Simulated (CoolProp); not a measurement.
Vapour-liquid equilibrium of ethanol (1) + benzene (2) at 1780 kPa; x and y are mole fractions of (1).

Values from CoolProp's multi-fluid Helmholtz-energy mixture model, Schroeder 2014 and Thol 2012; pair parameters Bell 2016.

| x | bubble temperature, mixture model (°C) | bubble temperature, Raoult's law (°C) | y, mixture model | y, Raoult's law |
|---|---|---|---|---|
| 0.05 | 202.9 | 210.0 | 0.155 | 0.101 |
| 0.125 | 192.4 | 205.3 | 0.307 | 0.232 |
| 0.2 | 186.1 | 201.1 | 0.403 | 0.342 |
| 0.275 | 182.1 | 197.4 | 0.468 | 0.438 |
| 0.35 | 179.5 | 194.2 | 0.518 | 0.522 |
| 0.425 | 177.6 | 191.2 | 0.560 | 0.598 |
| 0.5 | 176.2 | 188.5 | 0.600 | 0.666 |
| 0.575 | 175.3 | 186.1 | 0.641 | 0.728 |
| 0.65 | 174.6 | 183.8 | 0.686 | 0.784 |
| 0.725 | 174.2 | 181.7 | 0.738 | 0.837 |
| 0.8 | 174.1 | 179.7 | 0.798 | 0.885 |
| 0.875 | 174.3 | 177.9 | 0.867 | 0.930 |
| 0.95 | 174.7 | 176.2 | 0.945 | 0.973 |

The largest gap from Raoult's law is -15.3 K in bubble temperature, at x = 0.275. y crosses x between x = 0.725 and 0.8: the model has an azeotrope there.

The pair parameters rest on a limited set of measurements; away from them the model extrapolates.
